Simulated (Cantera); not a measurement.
# C₃H₆ + H₂ + O₂ (carbon deposition, reforming and gasification)

Charge: 1 mol C₃H₆, 20 mol H₂, 0.019 mol O₂, held at 2925 K and 25.0 Pa.

These are equilibrium values from Cantera (NASA tables, ideal gas, pure condensed phases), not measurements of a reactor. Candidate condensed phases: C, C₆H₆, C₇H₈, C₈H₁₈, H₂O; 110 gas species. Kinetics and transport are ignored.

| Property | Value |
|---|---|
| x(H) | 0.946 |
| x(C) | 0.0253 |
| x(H₂) | 0.0144 |
| x(C₃) | 0.00962 |
| x(C₂) | 0.00371 |
| x(CO) | 0.000805 |
| x(C₂H) | 0.000488 |
| x(C₂H₂ (acetylene)) | 4.83e-5 |
| x(CH) | 2.45e-5 |
| gas amount | 47.18 mol |
| log10 activity of C(graphite) (absent) | -0.59 |
